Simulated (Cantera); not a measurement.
# KCl + HCl + H2 (halide evaporation, hydrolysis and transport)

Feed: 1 mol KCl, 0.47 mol HCl, 0.4 mol H2, at 1.20 Pa.

Cantera equilibrium calculation (NASA polynomials, part measured and part estimated; ideal gas, pure solids and liquids). Candidate condensed phases: K, KCl; 10 gas species. Rates play no part.

From 1127 °C to 1877 °C nothing is condensed. The main K-bearing gas is KCl at 1127 °C and K at 1877 °C.

| T (°C) | x KCl | x H | x Cl | x HCl | x H2 | x K |
|---|---|---|---|---|---|---|
| 1127 | 0.534 | 0.000649 | 0.000628 | 0.251 | 0.213 | 0.000553 |
| 1202 | 0.532 | 0.00173 | 0.00165 | 0.250 | 0.213 | 0.00138 |
| 1277 | 0.529 | 0.00418 | 0.00394 | 0.249 | 0.211 | 0.00315 |
| 1352 | 0.522 | 0.00928 | 0.00866 | 0.246 | 0.208 | 0.00662 |
| 1427 | 0.509 | 0.0191 | 0.0177 | 0.240 | 0.201 | 0.0129 |
| 1502 | 0.486 | 0.0365 | 0.0337 | 0.229 | 0.191 | 0.0236 |
| 1577 | 0.450 | 0.0648 | 0.0599 | 0.211 | 0.174 | 0.0404 |
| 1652 | 0.398 | 0.106 | 0.0987 | 0.183 | 0.149 | 0.0648 |
| 1727 | 0.329 | 0.160 | 0.150 | 0.147 | 0.117 | 0.0971 |
| 1802 | 0.249 | 0.219 | 0.210 | 0.106 | 0.0814 | 0.135 |
| 1877 | 0.170 | 0.271 | 0.268 | 0.0670 | 0.0495 | 0.174 |
x: gas mole fraction; nothing condenses.
